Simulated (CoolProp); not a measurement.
Computed with CoolProp (reference Helmholtz-energy equation of state, Leachman 2009).

**Question.** For normal hydrogen, give the phase and the cp (kJ/(kg K)), cv (kJ/(kg K)), Prandtl number at 77 K and 18.6 bar; 237.6 K and 18.6 bar; 344.7 K and 18.6 bar.

**Answer.** 
- 77 K and 18.6 bar: supercritical; cp 11.7, cv 6.60, Prandtl number 0.689
- 237.6 K and 18.6 bar: supercritical; cp 14.0, cv 9.85, Prandtl number 0.681
- 344.7 K and 18.6 bar: supercritical; cp 14.5, cv 10.3, Prandtl number 0.680

Viscosity comes from a separate model (Muzny 2013). Thermal conductivity comes from a separate model (Assael 2011).
